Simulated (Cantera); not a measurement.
Input (Python, Cantera):

```python
import numpy as np
import cantera as ct

gas = ct.Solution("gri30.yaml")
gas.TPX = 1150, 31000, {'N2O': 6.8, 'O2': 1.1}
reactor = ct.IdealGasConstPressureReactor(gas, energy="off", clone=False)
net = ct.ReactorNet([reactor])
net.rtol, net.atol = 1e-08, 1e-18
show = ['N2O', 'O2', 'NO', 'N2', 'O', 'NO2']
times = np.geomspace(4e-06, 20, 13)

steps = ct.SolutionArray(gas, extra=["t"])
rows = []
print(f"{'t/s':>10s}{'T/K':>9s}{'P/Pa':>11s}" + "".join(f"{s:>11s}" for s in show))
for t in times:
    while net.time < t:
        t_next = net.step()
        steps.append(gas.state, t=t_next)
    rows.append([np.interp(t, steps.t, y) for y in (steps.T, steps.P, *steps(*show).X.T)])
    print(f"{t:10.3e}{rows[-1][0]:9.1f}{rows[-1][1]:11.4g}" + "".join(f"{x:11.3e}" for x in rows[-1][2:]))
rate = np.gradient(steps.T, steps.t)
print("integrator steps:", len(steps.t))
if steps.T.max() > steps.T[0] + 200:
    print(f"time of steepest temperature rise: {steps.t[rate.argmax()]:.4e} s")
gas.TPX = 1150, 31000, {'N2O': 6.8, 'O2': 1.1}
gas.equilibrate("TP")
print(f"equilibrium (TP): T = {gas.T:.1f} K  " + "  ".join(f"{s} {gas[s].X[0]:.3e}" for s in show))
```

Result:

```
       t/s      T/K       P/Pa        N2O         O2         NO         N2          O        NO2
 4.000e-06   1150.0    3.1e+04  8.608e-01  1.392e-01  1.479e-09  1.280e-07  1.114e-07  1.079e-17
 1.446e-05   1150.0    3.1e+04  8.608e-01  1.392e-01  1.704e-08  5.253e-07  3.347e-07  1.281e-15
 5.231e-05   1150.0    3.1e+04  8.608e-01  1.392e-01  1.515e-07  2.380e-06  6.854e-07  9.813e-14
 1.891e-04   1150.0    3.1e+04  8.607e-01  1.392e-01  8.357e-07  1.014e-05  7.957e-07  2.968e-12
 6.840e-04   1150.0    3.1e+04  8.607e-01  1.393e-01  3.378e-06  3.858e-05  7.963e-07  4.844e-11
 2.473e-03   1150.0    3.1e+04  8.605e-01  1.393e-01  1.257e-05  1.414e-04  7.963e-07  6.659e-10
 8.944e-03   1150.0    3.1e+04  8.600e-01  1.394e-01  4.578e-05  5.131e-04  7.963e-07  8.645e-09
 3.234e-02   1150.0    3.1e+04  8.580e-01  1.400e-01  1.656e-04  1.854e-03  7.961e-07  1.042e-07
 1.170e-01   1150.0    3.1e+04  8.508e-01  1.419e-01  5.949e-04  6.669e-03  7.953e-07  1.028e-06
 4.229e-01   1150.0    3.1e+04  8.255e-01  1.488e-01  2.103e-03  2.363e-02  7.919e-07  6.497e-06
 1.529e+00   1150.0    3.1e+04  7.420e-01  1.714e-01  7.044e-03  7.953e-02  7.787e-07  2.600e-05
 5.531e+00   1150.0    3.1e+04  5.196e-01  2.319e-01  1.993e-02  2.285e-01  7.283e-07  7.761e-05
 2.000e+01   1150.0    3.1e+04  1.823e-01  3.244e-01  3.767e-02  4.554e-01  5.290e-07  1.526e-04
integrator steps: 613
equilibrium (TP): T = 1150.0 K  N2O 5.595e-09  O2 3.981e-01  NO 1.588e-04  N2 6.017e-01  O 9.482e-09  NO2 2.637e-06
```

Computed with Cantera and GRI-Mech 3.0 (53 species, 325 reactions). GRI-Mech 3.0 was tuned for natural gas; its chemistry of N2O as a main component is partial and can be far from experiment. The mechanism lacks the step 2 NO + O2 → 2 NO2, which can matter for NO2 below about 1400 K. The temperature is held fixed by assumption; the heat of reaction is taken as removed at once.
